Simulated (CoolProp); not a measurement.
Aqueous magnesium chloride as a coolant, at 29 °C, 1 atm.

The numbers come from the Melinder's fits for secondary coolants in CoolProp.

```json
[
 {"mass %": "3.1", "freezing point (°C)": "-1.8", "density (kg/m³)": "1022", "viscosity (mPa s)": "0.954", "conductivity (W/(m K))": "0.606", "Prandtl number": "6.32"},
 {"mass %": "5.6", "freezing point (°C)": "-3.4", "density (kg/m³)": "1042", "viscosity (mPa s)": "0.991", "conductivity (W/(m K))": "0.601", "Prandtl number": "6.38"},
 {"mass %": "8.1", "freezing point (°C)": "-5.9", "density (kg/m³)": "1064", "viscosity (mPa s)": "1.07", "conductivity (W/(m K))": "0.596", "Prandtl number": "6.68"},
 {"mass %": "10.7", "freezing point (°C)": "-9.3", "density (kg/m³)": "1086", "viscosity (mPa s)": "1.21", "conductivity (W/(m K))": "0.590", "Prandtl number": "7.37"},
 {"mass %": "13.2", "freezing point (°C)": "-13.4", "density (kg/m³)": "1108", "viscosity (mPa s)": "1.39", "conductivity (W/(m K))": "0.583", "Prandtl number": "8.23"},
 {"mass %": "15.7", "freezing point (°C)": "-18.2", "density (kg/m³)": "1131", "viscosity (mPa s)": "1.56", "conductivity (W/(m K))": "0.576", "Prandtl number": "9.04"},
 {"mass %": "18.2", "freezing point (°C)": "-23.8", "density (kg/m³)": "1154", "viscosity (mPa s)": "1.75", "conductivity (W/(m K))": "0.568", "Prandtl number": "9.89"},
 {"mass %": "20.7", "freezing point (°C)": "-30.9", "density (kg/m³)": "1178", "viscosity (mPa s)": "2.16", "conductivity (W/(m K))": "0.561", "Prandtl number": "11.9"},
 {"mass %": "23.2", "freezing point (°C)": "-40.5", "density (kg/m³)": "1204", "viscosity (mPa s)": "3.72", "conductivity (W/(m K))": "0.552", "Prandtl number": "20.1"},
 {"mass %": "25.8", "freezing point (°C)": "-55.5", "density (kg/m³)": "1233", "viscosity (mPa s)": "14.6", "conductivity (W/(m K))": "0.542", "Prandtl number": "76.3"}
]
```
